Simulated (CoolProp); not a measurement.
Properties of normal hydrogen along the isotherm 27.7 K (Tc = 33.1 K, pc = 1296 kPa, ω = -0.219).

The numbers come from the reference Helmholtz-energy equation of state, Leachman 2009 in CoolProp.

```json
[
 {"p (kPa)": "249", "phase": "gas", "density (kg/m³)": "2.444", "speed of sound (m/s)": "415.6", "Prandtl number": "0.711"},
 {"p (kPa)": "499", "phase": "gas", "density (kg/m³)": "5.835", "speed of sound (m/s)": "386.5", "Prandtl number": "0.899"},
 {"p (kPa)": "748", "phase": "liquid", "density (kg/m³)": "60.71", "speed of sound (m/s)": "872.2", "Prandtl number": "1.30"},
 {"p (kPa)": "997", "phase": "liquid", "density (kg/m³)": "61.54", "speed of sound (m/s)": "901.7", "Prandtl number": "1.27"},
 {"p (kPa)": "1250", "phase": "liquid", "density (kg/m³)": "62.29", "speed of sound (m/s)": "928.4", "Prandtl number": "1.24"},
 {"p (kPa)": "1500", "phase": "liquid", "density (kg/m³)": "62.96", "speed of sound (m/s)": "952.2", "Prandtl number": "1.21"},
 {"p (kPa)": "1750", "phase": "liquid", "density (kg/m³)": "63.58", "speed of sound (m/s)": "974.1", "Prandtl number": "1.20"},
 {"p (kPa)": "1990", "phase": "liquid", "density (kg/m³)": "64.14", "speed of sound (m/s)": "993.6", "Prandtl number": "1.18"},
 {"p (kPa)": "2240", "phase": "liquid", "density (kg/m³)": "64.68", "speed of sound (m/s)": "1013", "Prandtl number": "1.17"},
 {"p (kPa)": "2490", "phase": "liquid", "density (kg/m³)": "65.19", "speed of sound (m/s)": "1030", "Prandtl number": "1.16"},
 {"p (kPa)": "2740", "phase": "liquid", "density (kg/m³)": "65.67", "speed of sound (m/s)": "1047", "Prandtl number": "1.16"},
 {"p (kPa)": "2990", "phase": "liquid", "density (kg/m³)": "66.13", "speed of sound (m/s)": "1063", "Prandtl number": "1.15"},
 {"p (kPa)": "3240", "phase": "liquid", "density (kg/m³)": "66.57", "speed of sound (m/s)": "1079", "Prandtl number": "1.15"}
]
```

Viscosity comes from a separate model (Muzny 2013). Thermal conductivity comes from a separate model (Assael 2011).
